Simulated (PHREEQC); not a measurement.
Solution (80 °C): 0.011 mol/kgw HF, 0.075 mol/kgw NaF and 1.2e-05 mol/kgw H4SiO4. Closed to the air; pH follows from the charge balance.

Equilibrium calculation in PHREEQC: ion-association model, phreeqc.dat.

```tsv
quantity	before	after
pH	4.45	3.94
ionic strength (mol/kgw)	0.0733	0.0733
F- (mol/kgw)	0.0707	0.0710
HF (mol/kgw)	0.00837	0.00858
HF2- (mol/kgw)	0.00253	0.00224
SI of Quartz (SiO2)	-4.97	-8.34
```

**Question.** Name the change that produced these shifts.
(A) 0.015 mol/kgw HCl added
(B) HF from 0.011 to 0.11 mol/kgw
(C) temperature from 80 to 20 °C
(D) HF left out
(E) NaF left out

**Answer.** C, temperature from 80 to 20 °C

Precipitation was switched off in this run. At this temperature some constants are extrapolated from 25 °C, and those without enthalpy data are left unchanged. SiF6-2 is the database's only silicon fluoride.
